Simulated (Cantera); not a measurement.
A Cantera script and what it prints.

```python
import numpy as np
import cantera as ct

gas_names = """
    C CN CO CO2 C2 CCN CNC C2N2 C2O C3 C3O2 C4 C4N2 C5 Cu CuO Cu2 N NCO NO NO2 NO3 N2 N2O O O2 O3
""".split()
cond_names = """
    C(gr) Cu(cr) Cu(L) CuO(s) Cu2O(s) Cu2O(L)
""".split()


# ... load() reads the species with a 1 bar reference pressure and builds the phases ...
atoms = {
    'CuO': {'Cu': 1, 'O': 1},
    'CO': {'C': 1, 'O': 1},
    'N2': {'N': 2},
}
top_T = {'C(gr)': 4500, 'CuO(s)': 1390}  # K; cautious upper limits of use, not melting points


# ... equilibrate(T, P, feed) seeds the gas with the atoms and calls Mixture.equilibrate('TP', solver="vcs", rtol=1e-11, max_steps=5000) ...
results = []
feed = {'CuO': 1, 'CO': 4.8, 'N2': 0.34}  # mol
T = 975  # K
for P in [10, 52, 270, 1400, 7200, 37000, 190000, 1000000]:
    mix = equilibrate(T, P, feed)
    results.append((T, P, feed, dict(zip(mix.species_names, mix.species_moles))))

top = {s: max(r[3][s] / sum(r[3][g] for g in gas_names) for r in results) for s in gas_names}
cols = sorted((s for s in top if top[s] > 1e-06), key=lambda s: -top[s])[:5]
seen = [c for c in cond_names if any(r[3].get(c, 0) > 1e-12 for r in results)]
print("log10 of partial pressures in bar; condensed amounts in mol")
print(f"{'P/Pa':>10s}" + "".join(f"{s[:9]:>10s}" for s in cols + seen))
for T, P, feed, n in results:
    ng = sum(n[g] for g in gas_names)
    print(f"{P:10.4g}" + "".join(f"{np.log10(max(n[s] / ng * P / 1e5, 1e-99)):10.3f}" for s in cols)
          + "".join(f"{n.get(c, 0):10.4g}" for c in seen))
```

It prints:

```
log10 of partial pressures in bar; condensed amounts in mol
      P/Pa        CO       CO2        N2     C(gr)    Cu(cr)
        10    -4.131    -4.711    -5.179         0         1
        52    -3.415    -3.995    -4.463         0         1
       270    -2.700    -3.280    -3.748         0         1
      1400    -1.985    -2.565    -3.033         0         1
      7200    -1.274    -1.854    -2.322         0         1
   3.7e+04    -0.563    -1.143    -1.611         0         1
   1.9e+05    -0.033    -0.084    -0.822    0.8563         1
     1e+06     0.415     0.812    -0.040     1.416         1
```

Method: chemical equilibrium by Gibbs-energy minimisation in Cantera with the NASA 1993 tables (ideal gas, pure condensed phases).
